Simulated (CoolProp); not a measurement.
Octamethyltrisiloxane (MDM) at 404.69 K and 0.0392 MPa is throttled through a valve to 0.0126 MPa with no heat exchange. Each further row changes one setting.

The numbers come from the reference Helmholtz-energy equation of state, Thol 2017 in CoolProp.

```
case                         temperature change (K)  final density (kg/m³)
---------------------------  ----------------------  ---------------------
as stated                                      -0.7                  0.897
outlet pressure 0.00378 MPa                    -1.0                  0.267
outlet pressure 0.0164 MPa                     -0.6                   1.17
```
